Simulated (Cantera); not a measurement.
A closed system holds: 1 mol SiH₂Cl₂, 1.5 mol HCl, 110 mol N₂, equilibrated at 195 Torr.

These are equilibrium values from Cantera (NASA tables, ideal gas, pure condensed phases), not measurements of a reactor. Candidate condensed phases: NH₄Cl, Si, Si₃N₄; 28 gas species. N₂ is the only nitrogen source here; it is nearly inert below about 1500 K, so the nitride shown seldom forms there in practice. The tables' values for SiCl₃ are old estimates; treat these amounts as uncertain. Rates play no part. All values below are at 1300 K.

Base state: N₂ 0.971, HCl 0.0235, H₂ 0.00375, SiCl₄ 0.00174, SiCl₃ 0.000135, SiCl₂ 6.19e-5, SiHCl₃ 1.26e-5 (mole fractions); condensed: Si₃N₄(s).

### Question
What changes in the equilibrium state with this change: SiH₂Cl₂ replaced by Si₃H₈?

### Answer
```tsv
species	before	after
N₂	0.971	0.952
H₂	0.00375	0.0352
HCl	0.0235	0.0132
SiCl₂	6.19e-5	2.10e-6
SiCl₄	0.00174	1.97e-6
SiCl₃	0.000135	8.36e-7
SiHCl₃	1.26e-5	2.40e-7
Si₃N₄(s), mol	0.260	1.000
```
The feed counts by its element totals alone.
